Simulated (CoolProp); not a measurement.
Vapour-liquid equilibrium of carbon dioxide (1) + R22 (2) at 6.4 bar; x and y are mole fractions of (1).

Computed with CoolProp (multi-fluid Helmholtz-energy mixture model, Span 1996 and Kamei 1995; pair parameters Bell 2016).

```tsv
x	bubble temperature, mixture model (K)	bubble temperature, Raoult's law (K)	y, mixture model	y, Raoult's law
0.05	275.2	272.8	0.191	0.270
0.125	267.0	263.1	0.416	0.516
0.2	259.8	255.6	0.580	0.663
0.275	253.4	249.6	0.696	0.758
0.35	247.9	244.7	0.779	0.822
0.425	243.1	240.6	0.839	0.868
0.5	239.0	237.0	0.883	0.902
0.575	235.4	233.9	0.915	0.928
0.65	232.3	231.2	0.939	0.948
0.725	229.5	228.7	0.958	0.963
0.8	227.0	226.5	0.973	0.976
0.875	224.8	224.5	0.985	0.986
0.95	222.8	222.7	0.994	0.995
```

The largest gap from Raoult's law is +4.2 K in bubble temperature, at x = 0.2. No azeotrope shows between x = 0.05 and 0.95.

The pair parameters rest on a limited set of measurements; away from them the model extrapolates.
